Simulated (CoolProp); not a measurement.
Values from CoolProp's reference Helmholtz-energy equation of state, Thol 2019.

### Question
Give the vapour pressure (bar), enthalpy of vaporisation (kJ/kg), surface tension (mN/m) of saturated decamethylcyclopentasiloxane (D5) at 202.65, 214.65, 244.65 °C.

### Answer
| T (°C) | p (bar) | enthalpy of vaporisation (kJ/kg) | surface tension (mN/m) |
|---|---|---|---|
| 202.65 | 0.831 | 113 | 6.05 |
| 214.65 | 1.10 | 109 | 5.38 |
| 244.65 | 2.09 | 97.1 | 3.78 |

Surface tension comes from a separate correlation (Mulero 2014), older than this fluid's equation and unchecked against measurements.
